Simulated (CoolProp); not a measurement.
The fluid at 249.43 K and 5 MPa is throttled through a valve to 0.314 MPa with no heat exchange. The same conditions are run with several fluids, on thermodynamics alone (safety and materials aside).

Computed with CoolProp (reference Helmholtz-energy equation of state of each fluid (fluoroethane (R161): Wu 2012; isobutane: Bücker 2006; propylene glycol: Eisenbach 2021; m-xylene: Zhou 2012; tetradecamethylhexasiloxane (MD4M): Thol 2019)).

```
fluid                               temperature change (K)  final density (kg/m³)
----------------------------------  ----------------------  ---------------------
fluoroethane (R161)                                      …                    795
isobutane                                                …                      …
propylene glycol                                      +1.7                   1070
m-xylene                                                 …                    899
tetradecamethylhexasiloxane (MD4M)                       …                      …
```

Q: What belongs in the gaps?

A: 
- fluoroethane (R161), temperature change (K): +1.6
- isobutane, temperature change (K): +2.0
- isobutane, final density (kg/m³): 605
- m-xylene, temperature change (K): +2.5
- tetradecamethylhexasiloxane (MD4M), temperature change (K): +2.4
- tetradecamethylhexasiloxane (MD4M), final density (kg/m³): 932
